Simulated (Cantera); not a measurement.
A Cantera script and what it prints.

```python
import numpy as np
import cantera as ct

gas_names = """
    C CN CO CO2 C2 CCN CNC C2N2 C2O C3 C3O2 C4 C4N2 C5 Fe FeC5O5 FeO N NCO NO NO2 NO3 N2 N2O O O2 O3
""".split()
cond_names = """
    C(gr) Fe(a) Fe(c) Fe(d) Fe(L) FeC5O5(L) FeO(s) FeO(L) Fe2O3(s) Fe3O4(s)
""".split()


# ... load() reads the species with a 1 bar reference pressure and builds the phases ...
atoms = {
    'Fe(CO)5': {'Fe': 1, 'C': 5, 'O': 5},
    'CO': {'C': 1, 'O': 1},
    'N2': {'N': 2},
}
top_T = {'C(gr)': 4500, 'Fe2O3(s)': 1830, 'Fe3O4(s)': 1870}  # K; cautious upper limits of use, not melting points


# ... equilibrate(T, P, feed) seeds the gas with the atoms and calls Mixture.equilibrate('TP', solver="vcs", rtol=1e-11, max_steps=5000) ...
results = []
feed = {'Fe(CO)5': 1, 'CO': 0.036, 'N2': 56}  # mol
T = 1575  # K
for P in [10, 36, 130, 460, 1700, 6000, 22000, 77000, 280000, 1000000]:
    mix = equilibrate(T, P, feed)
    results.append((T, P, feed, dict(zip(mix.species_names, mix.species_moles))))

top = {s: max(r[3][s] / sum(r[3][g] for g in gas_names) for r in results) for s in gas_names}
cols = sorted((s for s in top if top[s] > 0.0001), key=lambda s: -top[s])[:9]
seen = [c for c in cond_names if any(r[3].get(c, 0) > 1e-12 for r in results)]
print("log10 of partial pressures in bar; condensed amounts in mol")
print(f"{'P/Pa':>10s}" + "".join(f"{s[:9]:>10s}" for s in cols + seen))
for T, P, feed, n in results:
    ng = sum(n[g] for g in gas_names)
    print(f"{P:10.4g}" + "".join(f"{np.log10(max(n[s] / ng * P / 1e5, 1e-99)):10.3f}" for s in cols)
          + "".join(f"{n.get(c, 0):10.4g}" for c in seen))
```

Result:

```
log10 of partial pressures in bar; condensed amounts in mol
      P/Pa        N2        CO        Fe     C(gr)     Fe(c)
        10    -4.040    -5.086    -6.165         0    0.5801
        36    -3.482    -4.528    -6.165         0    0.8839
       130    -2.924    -3.970    -6.165         0    0.9679
       460    -2.375    -3.421    -6.165         0    0.9909
      1700    -1.807    -2.853    -6.165 1.002e-06    0.9975
      6000    -1.259    -2.305    -6.165 7.425e-06    0.9993
   2.2e+04    -0.695    -1.741    -6.165   3.1e-05    0.9998
   7.7e+04    -0.151    -1.197    -6.165 0.0001119    0.9999
   2.8e+05     0.410    -0.636    -6.165 0.0004102         1
     1e+06     0.963    -0.084    -6.165  0.001467         1
```

These are equilibrium values from Cantera (NASA tables, ideal gas, pure condensed phases), not measurements of a reactor. Iron dissolves carbon and melts from about 1420 K in contact with it, which pure phases cannot show. Condensed phases not in the tables: cementite and carbon dissolved in iron.
